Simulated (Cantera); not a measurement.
A perfectly stirred reactor is fed with NO : N₂ = 1 : 0.16 (molar parts), at 0.0109 atm; it is held at 2123 K, and followed from long to short residence time.

Computed with Cantera and GRI-Mech 3.0 (53 species, 325 reactions). Radical loss at walls, strong at low pressure, is not modelled.

x: mole fraction; the columns are a selection and need not sum to one.

| τ (s) | x NO | x N₂ | x O | x NO₂ | x N₂O | x O₂ |
|---|---|---|---|---|---|---|
| 5.5 | 0.258 | 0.438 | 0.00847 | 4.56e-5 | 1.10e-5 | 0.296 |
| 2.4 | 0.435 | 0.350 | 0.00723 | 6.39e-5 | 3.46e-5 | 0.209 |
| 1.1 | 0.625 | 0.255 | 0.00559 | 6.66e-5 | 8.33e-5 | 0.115 |
| 0.47 | 0.768 | 0.184 | 0.00387 | 4.95e-5 | 0.000151 | 0.0444 |
| 0.20 | 0.829 | 0.154 | 0.00265 | 3.14e-5 | 0.000201 | 0.0146 |
| 0.090 | 0.850 | 0.143 | [?] | [?] | 0.000225 | [?] |
| 0.039 | 0.858 | 0.139 | [?] | [?] | 0.000220 | [?] |
| 0.017 | 0.861 | 0.138 | 0.000501 | 6.56e-6 | 0.000176 | 0.000234 |
| 0.0076 | 0.862 | 0.138 | 0.000211 | 2.67e-6 | 0.000114 | 4.22e-5 |
| 0.0033 | 0.862 | 0.138 | 8.33e-5 | 8.38e-7 | 6.07e-5 | 7.04e-6 |

### Question
Fill in the missing entries.

### Answer

- 0.090, x O: 0.00180
- 0.090, x NO₂: 2.05e-5
- 0.090, x O₂: 0.00463
- 0.039, x O: 0.00105
- 0.039, x NO₂: 1.27e-5
- 0.039, x O₂: 0.00116
